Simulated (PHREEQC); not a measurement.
PHREEQC input (ion-association model, wateq4f.dat):

```
SOLUTION_MASTER_SPECIES
  An  An-  0  An  62.0  # stands for a non-complexing anion
SOLUTION_SPECIES
  An- = An-
    -log_k 0
    -gamma 3.0 0
PHASES
  Fix_H+
    H+ = H+
    -log_k 0
SOLUTION 1
  temp 25
  units mmol/kgw
  pH 7 charge
  Na 10
  An 10
END
SELECTED_OUTPUT 1
  -reset false
  -pH true
  -pe true
  -ionic_strength true
  -water true
  -totals Na
  -molalities Hfo_wOH Hfo_wOH2+ Hfo_wO- Hfo_sOH Hfo_sOH2+ Hfo_sO-
USER_PUNCH 1
  -headings sigma psi
  10 PUNCH EDL("sigma", "Hfo"), EDL("psi", "Hfo")
PRINT
  -reset false
USE solution 1
SURFACE 1
  Hfo_wOH 6.29213e-05 600 0.028
  Hfo_sOH 1.57303e-06
EQUILIBRIUM_PHASES 1
  Fix_H+ -3 HAn 10
    -force_equality true
  O2(g) -0.68 10
END
# ... the last block is repeated for the other 12 points of pH, with NaOH or the acid as the point needs
```

Selected output (columns that matter, 13 of 13 rows; pH added in front):

```
pH	mu	Na	m_Hfo_wOH	m_Hfo_wOH2+	m_Hfo_wO-	m_Hfo_sOH	m_Hfo_sOH2+	m_Hfo_sO-	sigma	psi
3	0.011127	0.01	7.7741e-06	5.5122e-05	2.5118e-08	1.9435e-07	1.378e-06	6.2794e-10	0.32437	0.20346
3.5	0.010371	0.01	1.6035e-05	4.6761e-05	1.2596e-07	4.0086e-07	1.169e-06	3.149e-09	0.27455	0.1967
4	0.010128	0.01	2.5454e-05	3.7066e-05	4.0045e-07	6.3636e-07	9.2666e-07	1.0011e-08	0.21586	0.18497
4.5	0.010049	0.01	3.3869e-05	2.8118e-05	9.3458e-07	8.4672e-07	7.0295e-07	2.3364e-08	0.16004	0.16983
5	0.010021	0.01	4.0176e-05	2.0983e-05	1.7623e-06	1.0044e-06	5.2457e-07	4.4057e-08	0.11316	0.15216
5.5	0.01001	0.01	4.425e-05	1.584e-05	2.8319e-06	1.1062e-06	3.9599e-07	7.0797e-08	0.07658	0.13228
6	0.010005	0.01	4.6521e-05	1.2404e-05	3.9971e-06	1.163e-06	3.1009e-07	9.9927e-08	0.049491	0.11027
6.5	0.010003	0.01	4.7614e-05	1.023e-05	5.0771e-06	1.1904e-06	2.5574e-07	1.2693e-07	0.030335	0.086242
7	0.010002	0.01	4.8076e-05	8.8873e-06	5.9579e-06	1.2019e-06	2.2218e-07	1.4895e-07	0.017246	0.060526
7.5	0.010001	0.01	4.8249e-05	8.0359e-06	6.6365e-06	1.2062e-06	2.009e-07	1.6591e-07	0.0082383	0.033627
8	0.010001	0.010001	4.8299e-05	7.4297e-06	7.1929e-06	1.2075e-06	1.8574e-07	1.7982e-07	0.0013941	0.0060911
8.5	0.010004	0.010004	4.8281e-05	6.8898e-06	7.7508e-06	1.207e-06	1.7224e-07	1.9377e-07	-0.005069	-0.021558
9	0.010012	0.010013	4.8175e-05	6.2775e-06	8.4693e-06	1.2044e-06	1.5694e-07	2.1173e-07	-0.012903	-0.048802
```

Complexes and solids missing from the database can't appear. The oxide is taken as insoluble; below pH 4 it would dissolve.
